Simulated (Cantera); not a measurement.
# Silicon epitaxy and polysilicon growth: Si₂Cl₆ + H₂

Charge: 1 mol Si₂Cl₆, 130 mol H₂, at 133 Pa.

Cantera equilibrium calculation (NASA polynomials, part measured and part estimated; ideal gas, pure solids and liquids). Candidate condensed phases: Si; 19 gas species. The feed counts by its element totals alone. The tables' values for SiCl₃ are old estimates; treat these amounts as uncertain. Equilibrium is a limit: real reactors are often held back by kinetics, nucleation or transport.

```json
[
 {"T (°C)": "675", "x H₂": "0.974", "x HCl": "0.0188", "x SiCl₄": "0.00524", "x SiCl₂": "0.000550", "x SiHCl₃": "0.00122", "x SiCl₃": "0.000292", "n Si(s)": "1.03"},
 {"T (°C)": "725", "x H₂": "0.968", "x HCl": "0.0261", "x SiCl₄": "0.00328", "x SiCl₂": "0.00119", "x SiHCl₃": "0.000844", "x SiCl₃": "0.000398", "n Si(s)": "1.24"},
 {"T (°C)": "775", "x H₂": "0.963", "x HCl": "0.0323", "x SiCl₄": "0.00155", "x SiCl₂": "0.00202", "x SiHCl₃": "0.000472", "x SiCl₃": "0.000413", "n Si(s)": "1.41"},
 {"T (°C)": "825", "x H₂": "0.960", "x HCl": "0.0359", "x SiCl₄": "0.000546", "x SiCl₂": "0.00272", "x SiHCl₃": "0.000213", "x SiCl₃": "0.000325", "n Si(s)": "1.49"},
 {"T (°C)": "875", "x H₂": "0.959", "x HCl": "0.0372", "x SiCl₄": "0.000166", "x SiCl₂": "0.00317", "x SiHCl₃": "8.58e-5", "x SiCl₃": "0.000218", "n Si(s)": "1.52"},
 {"T (°C)": "925", "x H₂": "0.959", "x HCl": "0.0375", "x SiCl₄": "5.03e-5", "x SiCl₂": "0.00345", "x SiHCl₃": "3.46e-5", "x SiCl₃": "0.000140", "n Si(s)": "1.51"},
 {"T (°C)": "975", "x H₂": "0.959", "x HCl": "0.0374", "x SiCl₄": "1.62e-5", "x SiCl₂": "0.00366", "x SiHCl₃": "1.46e-5", "x SiCl₃": "9.07e-5", "n Si(s)": "1.50"},
 {"T (°C)": "1025", "x H₂": "0.959", "x HCl": "0.0372", "x SiCl₄": "5.63e-6", "x SiCl₂": "0.00384", "x SiHCl₃": "6.55e-6", "x SiCl₃": "6.02e-5", "n Si(s)": "1.48"},
 {"T (°C)": "1075", "x H₂": "0.959", "x HCl": "0.0370", "x SiCl₄": "2.11e-6", "x SiCl₂": "0.00400", "x SiHCl₃": "3.10e-6", "x SiCl₃": "4.10e-5", "n Si(s)": "1.46"}
]
```
x: gas mole fraction; n: condensed amount in mol.

From 675 °C to 1075 °C the condensed part is Si(s). The main Si-bearing gas is SiCl₄ at 675 °C and SiCl₂ at 1075 °C. The share of Si in condensed phases is highest at 875 °C (75.8 %) and lowest at 675 °C (51.6 %).
